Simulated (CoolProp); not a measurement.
c-C4F8 (RC318) along the isobar 0.766 MPa: density (kg/m³) from the reference equation and from simpler models built on Tc = 388.4 K, pc = 2.778 MPa, ω = 0.355; each cubic takes its own stable root.

Computed with CoolProp (reference Helmholtz-energy equation of state, Platzer 1990). This equation is an older, rougher fit.

```
T (K)  phase  reference  ideal gas  van der Waals  Redlich-Kwong  Soave-Redlich-Kwong  Peng-Robinson
-----  -----  ---------  ---------  -------------  -------------  -------------------  -------------
357.1    gas      59.82      51.61          58.03          59.44                59.98          60.77
369.1    gas      56.74      49.93          55.55          56.63                56.91          57.61
381      gas      54.09      48.37            [?]            [?]                54.24            [?]
392.9    gas        [?]      46.90          51.30          51.93                51.88          52.46
404.8    gas      49.67      45.53          49.43          49.91                49.76          50.30
416.7    gas      47.79      44.23          47.71          48.08                47.85          48.35
428.6    gas        [?]      43.00          46.12          46.39                46.11          46.57
440.5    gas      44.51      41.84          44.65          44.84                44.52          44.94
452.4    gas      43.06      40.74          43.27          43.41                43.05          43.45
464.3    gas      41.72      39.69          41.99          42.08                41.70          42.06
476.2    gas      40.48      38.70          40.78          40.83                40.44          40.78
488.1    gas      39.32      37.76          39.65          39.67                  [?]          39.58
500      gas      38.23      36.86          38.58          38.58                38.16          38.46
```

Q: What belongs in the gaps?

A: 
- 381, van der Waals: 53.33
- 381, Redlich-Kwong: 54.15
- 381, Peng-Robinson: 54.88
- 392.9, reference: 51.76
- 428.6, reference: 46.08
- 488.1, Soave-Redlich-Kwong: 39.26
